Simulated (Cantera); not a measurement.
A Cantera script and what it prints.

```python
import numpy as np
import cantera as ct

gas_names = """
    H HO2 H2 H2O H2O2 O OH O2 O3 Ti TiO TiO2
""".split()
cond_names = """
    H2O(s) H2O(L) Ti(a) Ti(b) Ti(L) TiO(a) TiO(b) TiO(L) TiO2(ru) TiO2(L) Ti2O3(a) Ti2O3(b) Ti2O3(L)
    Ti3O5(a) Ti3O5(b) Ti3O5(L) Ti4O7(s) Ti4O7(L)
""".split()


# ... load() reads the species with a 1 bar reference pressure and builds the phases ...
atoms = {
    'Ti': {'Ti': 1},
    'H2O': {'H': 2, 'O': 1},
}
top_T = {}  # K; cautious upper limits of use, not melting points


# ... equilibrate(T, P, feed) seeds the gas with the atoms and calls Mixture.equilibrate('TP', solver="vcs", rtol=1e-11, max_steps=5000) ...
results = []
feed = {'Ti': 1, 'H2O': 0.69}  # mol
P = 100000  # Pa
for T in [1025, 1100, 1175, 1250, 1325, 1400, 1475, 1550, 1625, 1700, 1775, 1850]:
    mix = equilibrate(T, P, feed)
    results.append((T, P, feed, dict(zip(mix.species_names, mix.species_moles))))

top = {s: max(r[3][s] / sum(r[3][g] for g in gas_names) for r in results) for s in gas_names}
cols = sorted((s for s in top if top[s] > 0.001), key=lambda s: -top[s])[:6]
seen = [c for c in cond_names if any(r[3].get(c, 0) > 1e-12 for r in results)]
print("log10 of partial pressures in bar; condensed amounts in mol")
print(f"{'T/K':>10s}" + "".join(f"{s[:9]:>10s}" for s in cols + seen))
for T, P, feed, n in results:
    ng = sum(n[g] for g in gas_names)
    print(f"{T:10.4g}" + "".join(f"{np.log10(max(n[s] / ng * P / 1e5, 1e-99)):10.3f}" for s in cols)
          + "".join(f"{n.get(c, 0):10.4g}" for c in seen))
```

Output:

```
log10 of partial pressures in bar; condensed amounts in mol
       T/K        H2     Ti(a)     Ti(b)    TiO(a)    TiO(b)
      1025    -0.000      0.31         0      0.69         0
      1100    -0.000      0.31         0      0.69         0
      1175    -0.000         0      0.31      0.69         0
      1250    -0.000         0      0.31      0.69         0
      1325    -0.000         0      0.31         0      0.69
      1400    -0.000         0      0.31         0      0.69
      1475    -0.000         0      0.31         0      0.69
      1550    -0.000         0      0.31         0      0.69
      1625    -0.000         0      0.31         0      0.69
      1700    -0.000         0      0.31         0      0.69
      1775    -0.000         0      0.31         0      0.69
      1850    -0.000         0      0.31         0      0.69
```

These are equilibrium values from Cantera (NASA tables, ideal gas, pure condensed phases), not measurements of a reactor. Mutual solubility and eutectic melting of coexisting phases are not modelled. TiO: taken at fixed stoichiometry. Condensed phases not in the tables: N, O or C dissolved in the metal.
